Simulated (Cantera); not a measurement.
An isothermal plug-flow reactor at 850 K and 500000 Pa (inlet), inlet velocity 0.22 m/s, active area per volume 280 1/m; feed 0.698 % H2, 13.1 % O2, 86.2 % N2, equivalence ratio 0.027.

Detailed kinetics in Cantera: Deutschmann's 1995 Pt surface mechanism with GRI-Mech 3.0 gas chemistry. Catalytic surfaces can have several steady states; this one follows from the mechanism file's or the stated starting coverage. Mass transfer to the wall is taken as infinitely fast.

x: gas mole fraction; θ: surface coverage.

```
z (m)     x H2   x O2    x H2O  θ free Pt   θ O*    θ OH*
------  ------  -----  -------  ---------  -----  -------
0.001      [?]  0.128  0.00630     0.0355  0.962  0.00279
0.0018     [?]  0.128  0.00679     0.0318  0.965  0.00270
0.0031     [?]  0.128  0.00697     0.0306  0.967  0.00267
0.0056     [?]  0.128  0.00701     0.0304  0.967  0.00266
0.01       [?]  0.128  0.00701     0.0304  0.967  0.00266
0.018   <1e-12  0.128  0.00701     0.0304  0.967  0.00266
0.031   <1e-12  0.128  0.00701     0.0304  0.967  0.00266
0.056   <1e-12  0.128  0.00701     0.0304  0.967  0.00266
0.1     <1e-12  0.128  0.00701     0.0304  0.967  0.00266
```

**Question.** Complete the blanks.

**Answer.** 
- 0.001, x H2: 0.000710
- 0.0018, x H2: 0.000215
- 0.0031, x H2: 3.51e-5
- 0.0056, x H2: 1.15e-6
- 0.01, x H2: 2.83e-9
